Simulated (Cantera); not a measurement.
A closed system holds: 1 mol PbO, 12 mol CO, at 777 °C and 1330 Pa.

Cantera equilibrium calculation (NASA polynomials, part measured and part estimated; ideal gas, pure solids and liquids). Candidate condensed phases: C, Pb, PbO, PbO2, Pb3O4; 15 gas species. Rates play no part.

Base state: CO 0.913, CO2 0.0830, Pb 0.00349 (mole fractions); condensed: Pb(l).

Q: What changes in the equilibrium state with this change: temperature from 777 °C to 1950 °C?

A: 
```tsv
species	before	after
CO	0.913	0.847
Pb	0.00349	0.0766
CO2	0.0830	0.0763
PbO	1.50e-9	0.000351
O	<1e-9	0.000149
Pb(l), mol	0.958	0
```
